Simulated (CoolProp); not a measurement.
Vapour-liquid equilibrium of R134a (1) + R152A (2) at 199 K; x and y are mole fractions of (1).

Model: multi-fluid Helmholtz-energy mixture model, Tillner-Roth 1994 and Outcalt 1996; pair parameters Lemmon 2004, in CoolProp.

```json
[
 {"x": "0.05", "bubble pressure, mixture model (kPa)": "5.563", "bubble pressure, Raoult's law (kPa)": "5.660", "y, mixture model": "0.036", "y, Raoult's law": "0.052"},
 {"x": "0.125", "bubble pressure, mixture model (kPa)": "…", "bubble pressure, Raoult's law (kPa)": "5.675", "y, mixture model": "…", "y, Raoult's law": "0.129"},
 {"x": "0.2", "bubble pressure, mixture model (kPa)": "5.346", "bubble pressure, Raoult's law (kPa)": "5.690", "y, mixture model": "0.169", "y, Raoult's law": "0.206"},
 {"x": "0.275", "bubble pressure, mixture model (kPa)": "5.270", "bubble pressure, Raoult's law (kPa)": "5.705", "y, mixture model": "…", "y, Raoult's law": "0.282"},
 {"x": "0.35", "bubble pressure, mixture model (kPa)": "5.221", "bubble pressure, Raoult's law (kPa)": "5.720", "y, mixture model": "…", "y, Raoult's law": "0.358"},
 {"x": "0.425", "bubble pressure, mixture model (kPa)": "5.199", "bubble pressure, Raoult's law (kPa)": "5.734", "y, mixture model": "0.421", "y, Raoult's law": "0.433"},
 {"x": "0.5", "bubble pressure, mixture model (kPa)": "5.206", "bubble pressure, Raoult's law (kPa)": "5.749", "y, mixture model": "…", "y, Raoult's law": "0.509"},
 {"x": "0.575", "bubble pressure, mixture model (kPa)": "5.241", "bubble pressure, Raoult's law (kPa)": "5.764", "y, mixture model": "…", "y, Raoult's law": "0.583"},
 {"x": "0.65", "bubble pressure, mixture model (kPa)": "5.302", "bubble pressure, Raoult's law (kPa)": "5.779", "y, mixture model": "0.686", "y, Raoult's law": "0.658"},
 {"x": "0.725", "bubble pressure, mixture model (kPa)": "5.387", "bubble pressure, Raoult's law (kPa)": "5.794", "y, mixture model": "0.766", "y, Raoult's law": "0.732"},
 {"x": "0.8", "bubble pressure, mixture model (kPa)": "…", "bubble pressure, Raoult's law (kPa)": "5.809", "y, mixture model": "0.840", "y, Raoult's law": "0.805"},
 {"x": "0.875", "bubble pressure, mixture model (kPa)": "5.616", "bubble pressure, Raoult's law (kPa)": "5.824", "y, mixture model": "0.906", "y, Raoult's law": "0.879"},
 {"x": "0.95", "bubble pressure, mixture model (kPa)": "5.753", "bubble pressure, Raoult's law (kPa)": "5.839", "y, mixture model": "…", "y, Raoult's law": "0.952"}
]
```

**Question.** Some entries are withheld; supply them.

**Answer.** 
- 0.125, bubble pressure, mixture model (kPa): 5.445
- 0.125, y, mixture model: 0.098
- 0.275, y, mixture model: 0.248
- 0.35, y, mixture model: 0.333
- 0.5, y, mixture model: 0.511
- 0.575, y, mixture model: 0.600
- 0.8, bubble pressure, mixture model (kPa): 5.493
- 0.95, y, mixture model: 0.965

The largest gap from Raoult's law is -9.4 % in bubble pressure, at x = 0.5. y crosses x between x = 0.425 and 0.5: the model has an azeotrope there.

Pair parameters are fitted to limited data, so mixtures are less certain than the pure fluids.
